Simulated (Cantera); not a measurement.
**Gas-phase reforming**

An isothermal, constant-pressure homogeneous reactor starts with CH4 : CO2 = 1 : 4.6 (molar parts), at 1950 K and 900000 Pa.

Computed with Cantera and GRI-Mech 3.0 (53 species, 325 reactions).

```csv
t (s),x CH4,x CO2,x H2,x H2O2,x H2O,x HO2,x C2H6
0.000300,0.0293,0.557,0.0528,1.55e-10,0.139,8.45e-11,0.000113
0.00102,0.00598,0.423,0.0360,3.80e-10,0.196,1.23e-10,1.07e-5
0.00344,0.00361,0.332,0.0549,2.22e-10,0.195,6.03e-11,2.41e-6
0.0116,0.000566,0.285,0.0696,1.53e-10,0.192,4.06e-11,4.28e-8
0.0393,1.47e-8,0.281,0.0708,1.61e-10,0.192,4.25e-11,<1e-12
0.133,4.44e-9,0.281,0.0708,1.61e-10,0.192,4.25e-11,<1e-12
0.451,4.44e-9,0.281,0.0708,1.61e-10,0.192,4.25e-11,<1e-12
1.52,4.44e-9,0.281,0.0708,1.61e-10,0.192,4.25e-11,<1e-12
5.16,4.44e-9,0.281,0.0708,1.61e-10,0.192,4.25e-11,<1e-12
17.5,4.44e-9,0.281,0.0708,1.61e-10,0.192,4.25e-11,<1e-12
59.1,4.44e-9,0.281,0.0708,1.61e-10,0.192,4.25e-11,<1e-12
200,4.44e-9,0.281,0.0708,1.61e-10,0.192,4.25e-11,<1e-12
```
x: mole fraction; the columns are a selection and need not sum to one.

Equilibrium at this temperature and pressure: CH4 4.68e-9, CO2 0.281, H2 0.0708, H2O2 1.61e-10, H2O 0.192, HO2 4.25e-11, C2H6 <1e-12 (gas phase only).
